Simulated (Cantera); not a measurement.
Charge: 1 mol CCl4, 3.2 mol H2, equilibrated at 527 °C and 50.0 mbar.

Cantera equilibrium calculation (NASA polynomials, part measured and part estimated; ideal gas, pure solids and liquids). Candidate condensed phases: C, C6H6, C7H8, C8H18; 91 gas species. The numbers say what is thermodynamically allowed, not how fast it happens.

Base state: HCl 0.772, H2 0.225, CH4 0.00340 (mole fractions); condensed: C(graphite).

Problem. What changes in the equilibrium state with this change: pressure from 50.0 mbar to 49.0 Pa?

Solution. 
| species | before | after |
|---|---|---|
| HCl | 0.772 | 0.769 |
| H2 | 0.225 | 0.231 |
| CH4 | 0.00340 | 3.51e-5 |
| C(graphite), mol | 0.982 | 1.000 |

Problem. What changes in the equilibrium state with this change: temperature from 527 °C to 1927 °C?

Solution. 
```json
[
 {"species": "HCl", "before": "0.772", "after": "0.726"},
 {"species": "H2", "before": "0.225", "after": "0.233"},
 {"species": "Cl", "before": "<1e-9", "after": "0.0276"},
 {"species": "H", "before": "<1e-9", "after": "0.0122"},
 {"species": "C2H2 (acetylene)", "before": "<1e-9", "after": "0.000598"},
 {"species": "Cl2", "before": "<1e-9", "after": "1.73e-5"},
 {"species": "C(graphite), mol", "before": "0.982", "after": "0.993"}
]
```
